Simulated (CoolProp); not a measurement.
Vapour-liquid equilibrium of R227EA (1) + isobutane (2) at 0.122 MPa; x and y are mole fractions of (1).

Values from CoolProp's multi-fluid Helmholtz-energy mixture model, Lemmon 2016 and Bücker 2006; pair parameters Bell 2016.

| x | bubble temperature (K) | y at the bubble point | dew temperature at overall composition x (K) | liquid density (mol/L) |
|---|---|---|---|---|
| 0.05 | 261.0 | 0.212 | 265.1 | 10.11 |
| 0.125 | 256.9 | 0.364 | 263.2 | 10.04 |
| 0.2 | 255.0 | 0.437 | 261.3 | 9.935 |
| 0.275 | 254.1 | 0.476 | [?] | 9.822 |
| 0.35 | 253.7 | 0.499 | 257.3 | 9.712 |
| 0.425 | 253.5 | 0.515 | 255.3 | 9.609 |
| 0.5 | 253.4 | 0.530 | 253.7 | 9.515 |
| 0.575 | 253.4 | [?] | 253.6 | 9.432 |
| 0.65 | 253.6 | 0.567 | 254.7 | 9.357 |
| 0.725 | 253.9 | 0.599 | 256.0 | 9.289 |
| 0.8 | 254.6 | 0.647 | 257.5 | 9.222 |
| 0.875 | 256.1 | 0.726 | [?] | 9.151 |
| 0.95 | [?] | 0.859 | 260.3 | 9.065 |

Task: What belongs in the gaps?

Result: 
- 0.275, dew temperature at overall composition x (K): 259.4
- 0.575, y at the bubble point: 0.546
- 0.875, dew temperature at overall composition x (K): 258.9
- 0.95, bubble temperature (K): 258.6

y crosses x between x = 0.5 and 0.575: the model has an azeotrope there.

Pair parameters are fitted to limited data, so mixtures are less certain than the pure fluids.
